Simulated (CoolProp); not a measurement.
Vapour-liquid equilibrium of n-hexane (1) + o-xylene (2) at 355.3 K; x and y are mole fractions of (1).

Values from CoolProp's multi-fluid Helmholtz-energy mixture model, Thol 2019 and Zhou 2012; pair parameters Bell 2016.

| x | bubble pressure, mixture model (MPa) | bubble pressure, Raoult's law (MPa) | y, mixture model | y, Raoult's law |
|---|---|---|---|---|
| 0.05 | 0.02222 | 0.02068 | 0.406 | 0.367 |
| 0.2 | 0.04584 | 0.04137 | 0.751 | 0.733 |
| 0.35 | 0.06730 | 0.06206 | 0.857 | 0.856 |
| 0.5 | 0.08717 | 0.08274 | 0.911 | 0.917 |
| 0.65 | 0.1061 | 0.1034 | 0.945 | 0.953 |
| 0.8 | 0.1250 | 0.1241 | 0.971 | 0.978 |
| 0.95 | 0.1448 | 0.1448 | 0.993 | 0.995 |

The largest gap from Raoult's law is +10.8 % in bubble pressure, at x = 0.2. No azeotrope shows between x = 0.05 and 0.95.

The pair parameters rest on a limited set of measurements; away from them the model extrapolates.
